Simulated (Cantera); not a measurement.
Charge: 1 mol AlCl3, 0.33 mol NH3, 250 mol N2, equilibrated at 1848.15 K and 13.3 mbar.

Cantera equilibrium calculation (NASA polynomials, part measured and part estimated; ideal gas, pure solids and liquids). Candidate condensed phases: Al, AlCl3, AlN, NH4Cl; 20 gas species. The tables' values for AlCl2 are old estimates; treat these amounts as uncertain. Kinetics and transport are ignored.

Base state: N2 0.991, HCl 0.00373, AlCl 0.00217, Cl 0.00148, AlCl3 0.000928, AlCl2 0.000860, H2 7.75e-5, H 4.05e-5 (mole fractions); condensed: gas only.

Task: What changes in the equilibrium state with this change: AlCl3 replaced by Al(CH3)3?

Result: 
```tsv
species	before	after
N2	0.991	0.979
H2	7.75e-5	0.0187
HCN	0	0.00104
HCl	0.00373	0
Al	3.23e-7	0.000594
AlCl	0.00217	0
Cl	0.00148	0
AlCl3	0.000928	0
AlCl2	0.000860	0
AlN(s), mol	0	0.848
C(graphite), mol	0	2.72
```
The feed counts by its element totals alone. Further candidate phases: C, C6H6, C7H8, C8H18.

Task: What changes in the equilibrium state with this change: pressure from 13.3 mbar to 1.00 bar?

Result: 
| species | before | after |
|---|---|---|
| N2 | 0.991 | 0.993 |
| HCl | 0.00373 | 0.00273 |
| AlCl3 | 0.000928 | 0.00215 |
| Cl | 0.00148 | 4.52e-5 |
| H2 | 7.75e-5 | 0.000593 |
| H | 4.05e-5 | 1.29e-5 |
| AlCl | 0.00217 | 0.000954 |
| AlCl2 | 0.000860 | 0.000867 |

Task: What changes in the equilibrium state with this change: pressure from 13.3 mbar to 53.0 Pa?

Result: 
```csv
species,before,after
N2,0.991,0.988
Cl,0.00148,0.00441
AlCl,0.00217,0.00375
AlCl3,0.000928,2.25e-5
H,4.05e-5,0.000300
AlCl2,0.000860,0.000176
```
